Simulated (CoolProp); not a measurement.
Saturation properties of CH3F (R41).

The numbers come from the reference Helmholtz-energy equation of state, Lemmon 2006 in CoolProp. It is a short technical equation, of lower accuracy than the large ones.

```
T (K)  p (kPa)  liquid density (kg/m³)  vapour density (kg/m³)  liquid cp (kJ/(kg K))  surface tension (mN/m)
-----  -------  ----------------------  ----------------------  ---------------------  ----------------------
187.4    66.22                   896.4                   1.496                  2.063                    16.7
201.1    141.7                   867.9                   3.044                  2.082                    14.5
214.9    273.7                   837.5                   5.658                  2.117                    12.4
228.7    485.0                   805.2                   9.779                  2.172                    10.4
242.5    802.2                   770.4                   16.01                  2.255                    8.39
256.3     1255                   732.1                   25.21                  2.378                    6.51
270.1     1876                   689.1                   38.77                  2.572                    4.73
283.8     2698                   639.4                   59.07                  2.909                    3.09
297.6     3777                   576.8                   92.29                  3.683                    1.60
311.4     5177                   479.4                   162.0                  8.040                   0.356
```

It boils at 194.8 K under 1 atm.

Surface tension comes from a separate correlation (Mulero 2012).
